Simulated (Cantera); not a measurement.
A closed system holds: 1 mol Si, 0.53 mol CO2, 36 mol H2, at 1848 K and 10.0 mbar.

Cantera equilibrium calculation (NASA polynomials, part measured and part estimated; ideal gas, pure solids and liquids). Gases not in the tables: Si2H6 and higher silanes. The numbers say what is thermodynamically allowed, not how fast it happens.

```tsv
species	before	after
H2	0.966	0.969
SiO	0.0204	0.0206
CO	0.00816	0.00799
H	0.00521	0.00225
Si	0.000371	6.40e-5
SiH	3.63e-5	8.38e-6
SiH2	2.38e-5	8.73e-6
SiC(s), mol	0.227	0.233
```
Gas species are given as mole fractions.

### Question
Name the change that produced these shifts.
A) temperature from 1848 K to 1748.15 K
B) CO2 from 0.53 to 0.48 mol
C) CO2 from 0.53 to 0.78 mol
D) temperature from 1848 K to 2148 K

### Answer
A, temperature from 1848 K to 1748.15 K
